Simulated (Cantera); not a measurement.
A freely propagating, adiabatic, planar premixed flame of CH4 : O2 : N2 = 1 : 1.43 : 4.3 (molar parts), equivalence ratio 1.4, unburnt at 375 K and 760 Torr; mixture-averaged transport, grid criteria slope 0.08 and curve 0.16, no radiation.

Cantera simulation using GRI-Mech 3.0 (53 species, 325 reactions); the numbers are that mechanism's predictions, not measurements. Burning velocities carry a grid error of a few per cent, more on coarse grids.

Predict: laminar burning velocity; thermal thickness; peak x(OH); peak x(HCN); peak x(O).


| Item | Result |
|---|---|
| laminar burning velocity | 44.4 cm/s |
| thermal thickness | 0.479 mm |
| peak x(OH) | 0.00273 |
| peak x(HCN) | 5.52e-5 |
| peak x(O) | 0.000285 |
